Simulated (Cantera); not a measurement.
An isothermal, constant-pressure homogeneous reactor starts with N2O : O2 = 1 : 0.65 (molar parts), at 1173 K and 84000 Pa. Integrator tolerance rtol = 1e-08.

Cantera simulation using GRI-Mech 3.0 (53 species, 325 reactions); the numbers are that mechanism's predictions, not measurements. GRI-Mech 3.0 was tuned for natural gas; its chemistry of N2O as a main component is partial and can be far from experiment. The mechanism lacks the step 2 NO + O2 → 2 NO2, which can matter for NO2 below about 1400 K. The temperature is held fixed by assumption; the heat of reaction is taken as removed at once.

```
quantity                                            before                                     after
----------------  ----------------------------------------  ----------------------------------------
x(N2O) at 2.00 s     0.312 (gas-phase equilibrium 9.80e-9)     0.403 (gas-phase equilibrium 1.08e-8)
x(O2) at 2.00 s        0.452 (gas-phase equilibrium 0.535)       0.294 (gas-phase equilibrium 0.423)
x(O) at 2.00 s     8.34e-7 (gas-phase equilibrium 1.12e-8)   8.34e-7 (gas-phase equilibrium 9.97e-9)
x(NO) at 2.00 s    0.0196 (gas-phase equilibrium 0.000195)   0.0253 (gas-phase equilibrium 0.000193)
x(NO2) at 2.00 s  0.000198 (gas-phase equilibrium 5.49e-6)  0.000253 (gas-phase equilibrium 4.84e-6)
x(N2) at 2.00 s        0.216 (gas-phase equilibrium 0.465)       0.278 (gas-phase equilibrium 0.577)
```

Question: Name the change that produced these shifts.
(A) N2O 1 to 0.15 parts
(B) temperature 1173 to 1323 K
(C) N2O 1 to 2.8 parts
(D) N2O 1 to 0.27 parts

Answer: C, N2O 1 to 2.8 parts
